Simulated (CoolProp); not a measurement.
Vapour-liquid equilibrium of benzene (1) + m-xylene (2) at 0.101 MPa; x and y are mole fractions of (1).

Model: multi-fluid Helmholtz-energy mixture model, Thol 2012 and Zhou 2012; pair parameters Bell 2016, in CoolProp.

```json
[
 {"x": "0.05", "bubble temperature, mixture model (K)": "405.9", "bubble temperature, Raoult's law (K)": "405.8", "y, mixture model": "0.192", "y, Raoult's law": "0.199"},
 {"x": "0.2", "bubble temperature, mixture model (K)": "391.1", "bubble temperature, Raoult's law (K)": "390.9", "y, mixture model": "0.549", "y, Raoult's law": "0.563"},
 {"x": "0.35", "bubble temperature, mixture model (K)": "380.3", "bubble temperature, Raoult's law (K)": "380.0", "y, mixture model": "0.735", "y, Raoult's law": "0.748"},
 {"x": "0.5", "bubble temperature, mixture model (K)": "371.9", "bubble temperature, Raoult's law (K)": "371.5", "y, mixture model": "0.844", "y, Raoult's law": "0.854"},
 {"x": "0.65", "bubble temperature, mixture model (K)": "365.1", "bubble temperature, Raoult's law (K)": "364.8", "y, mixture model": "0.913", "y, Raoult's law": "0.919"},
 {"x": "0.8", "bubble temperature, mixture model (K)": "359.4", "bubble temperature, Raoult's law (K)": "359.2", "y, mixture model": "0.959", "y, Raoult's law": "0.962"},
 {"x": "0.95", "bubble temperature, mixture model (K)": "354.6", "bubble temperature, Raoult's law (K)": "354.5", "y, mixture model": "0.992", "y, Raoult's law": "0.992"}
]
```

The largest gap from Raoult's law is +0.4 K in bubble temperature, at x = 0.5. No azeotrope shows between x = 0.05 and 0.95.

Pair parameters are fitted to limited data, so mixtures are less certain than the pure fluids.
